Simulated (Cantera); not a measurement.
Cantera run:

```python
import numpy as np
import cantera as ct

gas_names = """
    H HNO HNO2 HNO3 HO2 H2 H2O H2O2 Hg N NH NH2 NH3 NH2OH NO NO2 NO3 N2 N2H2 N2H4 N2O O OH O2 O3
""".split()
cond_names = """
    H2O(s) H2O(L) Hg(cr) Hg(L) HgO(s)
""".split()


# ... load() reads the species with a 1 bar reference pressure and builds the phases ...
atoms = {
    'HgO': {'Hg': 1, 'O': 1},
    'H2': {'H': 2},
    'N2': {'N': 2},
}
top_T = {}  # K; cautious upper limits of use, not melting points


# ... equilibrate(T, P, feed) seeds the gas with the atoms and calls Mixture.equilibrate('TP', solver="vcs", rtol=1e-11, max_steps=5000) ...
results = []
feed = {'HgO': 1, 'H2': 8.3, 'N2': 1.7}  # mol
T = 1673  # K
P = 34  # Pa
mix = equilibrate(T, P, feed)
results.append((T, P, feed, dict(zip(mix.species_names, mix.species_moles))))
x = sorted(zip(gas.X, gas.species_names), reverse=True)
print(f"T = {T:g} K  P = {P:g} Pa  gas = {mix.phase_moles(0):.4g} mol")
print("   x: " + "  ".join(f"{s} {v:.3e}" for v, s in x if v > 1e-05))
print("   condensed (mol): " + ("  ".join(f"{mix.phase(i).name} {mix.phase_moles(i):.4g}"
      for i in range(1, mix.n_phases) if mix.phase_moles(i) > 1e-12) or "none"))
```

It prints:

```
T = 1673 K  P = 34 Pa  gas = 11.03 mol
   x: H2 6.595e-01  N2 1.542e-01  Hg 9.068e-02  H2O 9.065e-02  H 5.015e-03  OH 3.317e-05
   condensed (mol): none
```

Cantera equilibrium calculation (NASA polynomials, part measured and part estimated; ideal gas, pure solids and liquids).
